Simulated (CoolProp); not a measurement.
Vapour-liquid equilibrium of methanol (1) + water (2) at 0.2 bar; x and y are mole fractions of (1).

Model: multi-fluid Helmholtz-energy mixture model, de Reuck 1993 and Wagner 2002; pair parameters Bell 2016, in CoolProp.

```json
[
 {"x": "0.05", "bubble temperature (K)": "327.6", "y at the bubble point": "0.262", "dew temperature at overall composition x (K)": "332.2", "liquid density (mol/L)": "52.02"},
 {"x": "0.2", "bubble temperature (K)": "317.6", "y at the bubble point": "0.612", "dew temperature at overall composition x (K)": "329.0", "liquid density (mol/L)": "45.30"},
 {"x": "0.35", "bubble temperature (K)": "312.2", "y at the bubble point": "0.749", "dew temperature at overall composition x (K)": "325.4", "liquid density (mol/L)": "39.78"},
 {"x": "0.5", "bubble temperature (K)": "308.8", "y at the bubble point": "0.826", "dew temperature at overall composition x (K)": "321.2", "liquid density (mol/L)": "35.18"},
 {"x": "0.65", "bubble temperature (K)": "306.2", "y at the bubble point": "0.882", "dew temperature at overall composition x (K)": "316.2", "liquid density (mol/L)": "31.33"},
 {"x": "0.8", "bubble temperature (K)": "304.0", "y at the bubble point": "0.932", "dew temperature at overall composition x (K)": "310.0", "liquid density (mol/L)": "28.06"},
 {"x": "0.95", "bubble temperature (K)": "302.0", "y at the bubble point": "0.982", "dew temperature at overall composition x (K)": "303.3", "liquid density (mol/L)": "25.28"}
]
```

No azeotrope shows between x = 0.05 and 0.95.

Pair parameters are fitted to limited data, so mixtures are less certain than the pure fluids.
